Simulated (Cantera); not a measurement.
Cantera run, input and output.

```python
import numpy as np
import cantera as ct

gas = ct.Solution("gri30.yaml")
gas.TPX = 1475, 1100000, {'CO': 1, 'H2': 0.044, 'CH4': 0.074, 'O2': 0.905, 'N2': 3.4}
reactor = ct.IdealGasConstPressureReactor(gas, energy="on", clone=False)
net = ct.ReactorNet([reactor])
net.rtol, net.atol = 1e-08, 1e-16
show = ['CO', 'H2', 'CH4', 'CH3', 'C2H', 'NO2', 'N2O']
times = np.geomspace(3e-06, 7, 13)

steps = ct.SolutionArray(gas, extra=["t"])
rows = []
print(f"{'t/s':>10s}{'T/K':>9s}{'P/Pa':>11s}" + "".join(f"{s:>11s}" for s in show))
for t in times:
    while net.time < t:
        t_next = net.step()
        steps.append(gas.state, t=t_next)
    rows.append([np.interp(t, steps.t, y) for y in (steps.T, steps.P, *steps(*show).X.T)])
    print(f"{t:10.3e}{rows[-1][0]:9.1f}{rows[-1][1]:11.4g}" + "".join(f"{x:11.3e}" for x in rows[-1][2:]))
rate = np.gradient(steps.T, steps.t)
print("integrator steps:", len(steps.t))
if steps.T.max() > steps.T[0] + 200:
    print(f"time of steepest temperature rise: {steps.t[rate.argmax()]:.4e} s")
gas.TPX = 1475, 1100000, {'CO': 1, 'H2': 0.044, 'CH4': 0.074, 'O2': 0.905, 'N2': 3.4}
gas.equilibrate("HP")
print(f"equilibrium (HP): T = {gas.T:.1f} K  " + "  ".join(f"{s} {gas[s].X[0]:.3e}" for s in show))
```

It prints:

```
       t/s      T/K       P/Pa         CO         H2        CH4        CH3        C2H        NO2        N2O
 3.000e-06   1475.1    1.1e+06  1.844e-01  8.109e-03  1.363e-02  1.235e-05  1.558e-20  4.907e-17  1.145e-10
 1.018e-05   1492.2    1.1e+06  1.836e-01  7.908e-03  1.218e-02  4.146e-04  2.070e-12  9.121e-12  1.164e-08
 3.455e-05   2754.3    1.1e+06  4.806e-02  1.266e-03  1.144e-16  1.880e-15  1.060e-19  1.225e-06  2.946e-06
 1.173e-04   2833.7    1.1e+06  3.813e-02  1.005e-03  1.098e-16  1.595e-15  9.793e-20  5.607e-06  2.867e-06
 3.979e-04   2822.8    1.1e+06  3.774e-02  1.002e-03  1.107e-16  1.555e-15  8.773e-20  1.443e-05  2.926e-06
 1.350e-03   2816.4    1.1e+06  3.754e-02  1.001e-03  1.114e-16  1.531e-15  8.217e-20  1.931e-05  3.003e-06
 4.583e-03   2816.2    1.1e+06  3.753e-02  1.001e-03  1.114e-16  1.531e-15  8.196e-20  1.949e-05  3.006e-06
 1.555e-02   2816.2    1.1e+06  3.753e-02  1.001e-03  1.114e-16  1.531e-15  8.196e-20  1.949e-05  3.006e-06
 5.278e-02   2816.2    1.1e+06  3.753e-02  1.001e-03  1.114e-16  1.531e-15  8.196e-20  1.949e-05  3.006e-06
 1.791e-01   2816.2    1.1e+06  3.753e-02  1.001e-03  1.114e-16  1.531e-15  8.196e-20  1.949e-05  3.006e-06
 6.078e-01   2816.2    1.1e+06  3.753e-02  1.001e-03  1.114e-16  1.531e-15  8.196e-20  1.949e-05  3.006e-06
 2.063e+00   2816.2    1.1e+06  3.753e-02  1.001e-03  1.114e-16  1.531e-15  8.196e-20  1.949e-05  3.006e-06
 7.000e+00   2816.2    1.1e+06  3.753e-02  1.001e-03  1.114e-16  1.531e-15  8.196e-20  1.949e-05  3.006e-06
integrator steps: 1630
time of steepest temperature rise: 1.5530e-05 s
equilibrium (HP): T = 2816.2 K  CO 3.753e-02  H2 1.001e-03  CH4 1.599e-16  CH3 2.197e-15  C2H 8.691e-20  NO2 1.949e-05  N2O 3.006e-06
```

Detailed kinetics in Cantera: GRI-Mech 3.0 (53 species, 325 reactions).
